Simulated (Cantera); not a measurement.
A freely propagating, adiabatic, planar premixed flame of H2 : O2 : N2 = 1 : 0.704 : 2.46 (molar parts), unburnt at 325 K and 1.60 bar; mixture-averaged transport, grid criteria slope 0.08 and curve 0.16, no radiation.

Detailed kinetics in Cantera: the H2/O2 subset of GRI-Mech 3.0, which has no nitrogen chemistry. Burning velocities carry a grid error of a few per cent, more on coarse grids.

Task: How do the results move with these cheaper or finer settings: unity-Lewis-number transport; multicomponent transport; multicomponent+Soret transport; grid criteria slope 0.5, curve 1; grid criteria slope 0.25, curve 0.5; grid criteria slope 0.03, curve 0.06?

Result: 
| setting | laminar burning velocity | thermal thickness | peak x(H2O2) | peak x(H) | grid points |
|---|---|---|---|---|---|
| as above | 156 cm/s | 0.193 mm | 0.000110 | 0.0149 | 109 |
| unity-Lewis-number transport | 154 cm/s | 0.157 mm | 3.96e-5 | 0.0260 | 114 |
| multicomponent transport | 155 cm/s | 0.190 mm | 0.000113 | 0.0149 | 111 |
| multicomponent+Soret transport | 137 cm/s | 0.192 mm | 0.000111 | 0.0131 | 109 |
| grid criteria slope 0.5, curve 1 | 173 cm/s | 0.216 mm | 0.000102 | 0.0159 | 42 |
| grid criteria slope 0.25, curve 0.5 | 158 cm/s | 0.202 mm | 0.000105 | 0.0150 | 52 |
| grid criteria slope 0.03, curve 0.06 | 156 cm/s | 0.189 mm | 0.000111 | 0.0151 | 262 |
Unity Lewis numbers drop preferential diffusion, which matters most where H2 and H carry the flame; Soret adds thermal diffusion.
